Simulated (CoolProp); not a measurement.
Vapour-liquid equilibrium of CH2F2 (R32) (1) + R236FA (2) at 266.1 K; x and y are mole fractions of (1).

The numbers come from the multi-fluid Helmholtz-energy mixture model, Tillner-Roth 1997 and Pan 2012; pair parameters Bell 2016 in CoolProp.

```json
[
 {"x": "0.05", "bubble pressure (MPa)": "0.1061", "y at the bubble point": "0.274", "dew pressure at overall composition x (MPa)": "0.08368", "liquid density (mol/L)": "9.914"},
 {"x": "0.2", "bubble pressure (MPa)": "0.1889", "y at the bubble point": "0.643", "dew pressure at overall composition x (MPa)": "0.09744", "liquid density (mol/L)": "10.87"},
 {"x": "0.35", "bubble pressure (MPa)": "0.2738", "y at the bubble point": "0.792", "dew pressure at overall composition x (MPa)": "0.1166", "liquid density (mol/L)": "12.00"},
 {"x": "0.5", "bubble pressure (MPa)": "0.3578", "y at the bubble point": "0.871", "dew pressure at overall composition x (MPa)": "0.1450", "liquid density (mol/L)": "13.35"},
 {"x": "0.65", "bubble pressure (MPa)": "0.4410", "y at the bubble point": "0.922", "dew pressure at overall composition x (MPa)": "0.1916", "liquid density (mol/L)": "15.00"},
 {"x": "0.8", "bubble pressure (MPa)": "0.5255", "y at the bubble point": "0.960", "dew pressure at overall composition x (MPa)": "0.2808", "liquid density (mol/L)": "17.05"},
 {"x": "0.95", "bubble pressure (MPa)": "0.6139", "y at the bubble point": "0.991", "dew pressure at overall composition x (MPa)": "0.5010", "liquid density (mol/L)": "19.69"}
]
```

No azeotrope shows between x = 0.05 and 0.95.

The pair parameters rest on a limited set of measurements; away from them the model extrapolates.
